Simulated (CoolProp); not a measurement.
Dodecamethylpentasiloxane (MD3M) along the isobar 0.782 MPa: Z from the reference equation and from simpler models built on Tc = 354.9 °C, pc = 0.9540 MPa, ω = 0.730; each cubic takes its own stable root.

The numbers come from the reference Helmholtz-energy equation of state, Thol 2019 in CoolProp.

| T (°C) | phase | reference |
|---|---|---|
| 101.85 | liquid | 0.1212 |
| 122.25 | liquid | 0.1179 |
| 142.65 | liquid | 0.1152 |
| 163.05 | liquid | 0.1130 |
| 183.55 | liquid | 0.1112 |
| 203.95 | liquid | 0.1100 |
| 224.35 | liquid | 0.1093 |
| 244.75 | liquid | 0.1092 |
| 265.15 | liquid | 0.1098 |
| 285.55 | liquid | 0.1115 |
| 306.05 | liquid | 0.1149 |
| 326.45 | liquid | 0.1220 |
| 346.85 | gas | 0.5399 |

Task: How far does each simpler model (van der Waals, Redlich-Kwong) lie from the reference over these 13 states: mean and median of the absolute difference, and the worst?

Result: 
- van der Waals: mean 94.2 %, median 77.0 %, worst +358.0 % at 326.45 °C and 0.782 MPa
- Redlich-Kwong: mean 25.5 %, median 24.3 %, worst +38.8 % at 326.45 °C and 0.782 MPa

At some of these states van der Waals gives the other phase, because its saturation line lies elsewhere.
